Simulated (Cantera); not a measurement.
## Ignition delay

Mixture: 20.4 % CH4, 22.6 % O2, 57.0 % N2, at 10.0 bar, adiabatic and at constant volume. Ignition delay is the time to a rise of 400 K.

Computed with Cantera and GRI-Mech 3.0 (53 species, 325 reactions).

```json
[
 {"T0 (K)": "1200", "delay (ms)": "4.44"},
 {"T0 (K)": "1300", "delay (ms)": "1.33"},
 {"T0 (K)": "1400", "delay (ms)": "0.442"},
 {"T0 (K)": "1500", "delay (ms)": "0.160"},
 {"T0 (K)": "1600", "delay (ms)": "0.0630"},
 {"T0 (K)": "1700", "delay (ms)": "0.0269"}
]
```

```
Item                                                     Value
--------------------------------------------------  ----------
apparent activation energy between 1500 and 1700 K  190 kJ/mol
```
